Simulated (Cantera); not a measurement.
What does this Cantera script print?

```python
import numpy as np
import cantera as ct

gas_names = """
    H H2 N NH NH2 NH3 N2 N2H2 N2H4 Zr ZrN
""".split()
cond_names = """
    Zr(a) Zr(b) Zr(L) ZrN(s) ZrN(L)
""".split()


# ... load() reads the species with a 1 bar reference pressure and builds the phases ...
atoms = {
    'ZrN': {'Zr': 1, 'N': 1},
    'H2': {'H': 2},
}
top_T = {}  # K; cautious upper limits of use, not melting points


# ... equilibrate(T, P, feed) seeds the gas with the atoms and calls Mixture.equilibrate('TP', solver="vcs", rtol=1e-11, max_steps=5000) ...
results = []
feed = {'ZrN': 1, 'H2': 0.048}  # mol
T = 1498.15  # K
P = 13332.2  # Pa
mix = equilibrate(T, P, feed)
results.append((T, P, feed, dict(zip(mix.species_names, mix.species_moles))))
x = sorted(zip(gas.X, gas.species_names), reverse=True)
print(f"T = {T:g} K  P = {P:g} Pa  gas = {mix.phase_moles(0):.4g} mol")
print("   x: " + "  ".join(f"{s} {v:.3e}" for v, s in x if v > 0.0001))
print("   condensed (mol): " + ("  ".join(f"{mix.phase(i).name} {mix.phase_moles(i):.4g}"
      for i in range(1, mix.n_phases) if mix.phase_moles(i) > 1e-12) or "none"))
```

Result:

```
T = 1498.15 K  P = 13332.2 Pa  gas = 0.048 mol
   x: H2 1.000e+00
   condensed (mol): ZrN(s) 1
```

Method: chemical equilibrium by Gibbs-energy minimisation in Cantera with the NASA 1993 tables (ideal gas, pure condensed phases). ZrN: taken at fixed stoichiometry.
